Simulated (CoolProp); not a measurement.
Vapour-liquid equilibrium of toluene (1) + n-nonane (2) at 1.77 bar; x and y are mole fractions of (1).

Values from CoolProp's multi-fluid Helmholtz-energy mixture model, Lemmon 2006 and Lemmon 2006; pair parameters Bell 2016.

```json
[
 {"x": "0.05", "bubble temperature (K)": "442.3", "y at the bubble point": "0.128", "dew temperature at overall composition x (K)": "444.8", "liquid density (mol/L)": "4.709"},
 {"x": "0.15", "bubble temperature (K)": "435.2", "y at the bubble point": "0.334", "dew temperature at overall composition x (K)": "441.6", "liquid density (mol/L)": "4.972"},
 {"x": "0.25", "bubble temperature (K)": "429.1", "y at the bubble point": "0.487", "dew temperature at overall composition x (K)": "438.2", "liquid density (mol/L)": "5.249"},
 {"x": "0.35", "bubble temperature (K)": "424.1", "y at the bubble point": "0.602", "dew temperature at overall composition x (K)": "434.6", "liquid density (mol/L)": "5.542"},
 {"x": "0.45", "bubble temperature (K)": "419.8", "y at the bubble point": "0.692", "dew temperature at overall composition x (K)": "430.7", "liquid density (mol/L)": "5.856"},
 {"x": "0.55", "bubble temperature (K)": "416.3", "y at the bubble point": "0.763", "dew temperature at overall composition x (K)": "426.4", "liquid density (mol/L)": "6.196"},
 {"x": "0.65", "bubble temperature (K)": "413.2", "y at the bubble point": "0.824", "dew temperature at overall composition x (K)": "421.8", "liquid density (mol/L)": "6.568"},
 {"x": "0.75", "bubble temperature (K)": "410.5", "y at the bubble point": "0.877", "dew temperature at overall composition x (K)": "416.9", "liquid density (mol/L)": "6.977"},
 {"x": "0.85", "bubble temperature (K)": "408.0", "y at the bubble point": "0.927", "dew temperature at overall composition x (K)": "411.8", "liquid density (mol/L)": "7.432"},
 {"x": "0.95", "bubble temperature (K)": "405.7", "y at the bubble point": "0.975", "dew temperature at overall composition x (K)": "406.9", "liquid density (mol/L)": "7.941"}
]
```

No azeotrope shows between x = 0.05 and 0.95.

The pair parameters rest on a limited set of measurements; away from them the model extrapolates.
